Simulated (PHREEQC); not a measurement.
A solution holds 3.4 mmol/kgw CdCl2, 2 mmol/kgw NaCl and 64 mmol/kgw FeSO4, at 25 °C. Closed to the air; pH follows from the charge balance.

The numbers come from PHREEQC with the ion-association model, wateq4f.dat.

```
quantity                    before    after
------------------------  --------  -------
pH                            5.86     6.14
ionic strength (mol/kgw)     0.156  0.00992
Cl- (mol/kgw)              0.00832  0.00764
Na+ (mol/kgw)              0.00189  0.00200
Cd+2 (mol/kgw)             0.00125  0.00227
CdCl+ (mol/kgw)           0.000317  0.00110
SI of CdOHCl (CdOHCl)        -3.26    -2.36
SI of Cd(OH)2 (Cd(OH)2)      -5.32    -4.18
```

Q: Name the change that produced these shifts.
A) diluted 2-fold with water
B) FeSO4 replaced by K2SO4 at the same molality
C) CdCl2 from 0.0034 to 0.017 mol/kgw
D) diluted 10-fold with water
E) FeSO4 left out

A: E, FeSO4 left out

This is a speciation only: nothing precipitates in the calculation.
